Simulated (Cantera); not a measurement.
Charge: 1 mol CHF3, 2.3 mol F2, equilibrated at 0.000710 bar.

These are equilibrium values from Cantera (NASA tables, ideal gas, pure condensed phases), not measurements of a reactor. Candidate condensed phases: C, C6H6, C7H8, C8H18; 95 gas species. Gases not in the tables: C2F6 and larger saturated fluorocarbons. Equilibrium is a limit: real reactors are often held back by kinetics, nucleation or transport.

x: gas mole fraction; nothing condenses.

```tsv
T (K)	x F	x CF4	x HF	x CF2	x CF3	x F2
1423	0.565	0.217	0.217	4.28e-12	…	6.29e-5
1523	0.565	0.217	0.217	6.78e-10	…	2.49e-5
1623	0.565	0.217	0.217	5.73e-8	…	1.10e-5
1723	0.565	0.217	0.217	2.89e-6	…	5.37e-6
1823	0.565	0.217	0.217	9.44e-5	…	2.82e-6
1923	0.567	0.214	0.216	0.00210	…	1.60e-6
2023	0.589	0.177	0.205	0.0267	…	1.02e-6
```

What belongs in the gaps?


- 1423, x CF3: 3.17e-9
- 1523, x CF3: 6.47e-8
- 1623, x CF3: 9.09e-7
- 1723, x CF3: 9.39e-6
- 1823, x CF3: 7.49e-5
- 1923, x CF3: 0.000472
- 2023, x CF3: 0.00200
